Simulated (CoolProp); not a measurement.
R245fa along the isotherm 440 K: density (kg/m³) from the reference equation and from simpler models built on Tc = 427.0 K, pc = 36.51 bar, ω = 0.378; each cubic takes its own stable root.

Values from CoolProp's reference Helmholtz-energy equation of state, Akasaka 2015.

| p (bar) | phase | reference |
|---|---|---|
| 1.14 | gas | 4.216 |
| 2.28 | gas | 8.514 |
| 3.42 | gas | 12.90 |
| 4.56 | gas | 17.37 |
| 5.7 | gas | 21.94 |
| 6.85 | gas | 26.65 |
| 7.99 | gas | 31.42 |
| 9.13 | gas | 36.31 |
| 10.3 | gas | 41.45 |
| 11.4 | gas | 46.40 |
| 12.6 | gas | 51.95 |
| 13.7 | gas | 57.18 |
| 14.8 | gas | 62.55 |
| 16 | gas | 68.59 |
| 17.1 | gas | 74.29 |
| 18.3 | gas | 80.73 |

Q: How far does each simpler model (ideal gas, Redlich-Kwong, Soave-Redlich-Kwong, Peng-Robinson) lie from the reference over these 16 states: mean and median of the absolute difference, and the worst?

A: 
- ideal gas: mean 8.6 %, median 8.4 %, worst -16.9 % at 440 K and 18.3 bar
- Redlich-Kwong: mean 0.4 %, median 0.4 %, worst +0.7 % at 440 K and 18.3 bar
- Soave-Redlich-Kwong: mean 0.2 %, median 0.2 %, worst +0.2 % at 440 K and 13.7 bar
- Peng-Robinson: mean 1.2 %, median 1.2 %, worst +2.3 % at 440 K and 18.3 bar
